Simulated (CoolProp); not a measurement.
Properties of CH2F2 (R32) at several states (Tc = 78.1 °C, pc = 57.83 bar, ω = 0.277).

Values from CoolProp's reference Helmholtz-energy equation of state, Tillner-Roth 1997.

```tsv
T (°C)	p (bar)	phase	density (kg/m³)	speed of sound (m/s)	Joule-Thomson coefficient (K/MPa)	expansivity (1/kK)	conductivity (mW/(m K))
-80.45	0.673	liquid	1290	1120	-0.3057	1.997	213
133.75	30.8	gas	54.23	256.9	8.980	3.906	27.8
-108.15	0.179	liquid	1359	1264	-0.3295	___	229
58.85	13.7	gas	29.38	___	___	4.692	18.3
```

What belongs in the gaps?


- -108.15, expansivity (1/kK): 1.817
- 58.85, speed of sound (m/s): 235.5
- 58.85, Joule-Thomson coefficient (K/MPa): 17.20

Thermal conductivity comes from a separate model (Huber 2003), an estimate that may be off by 10 % or more.
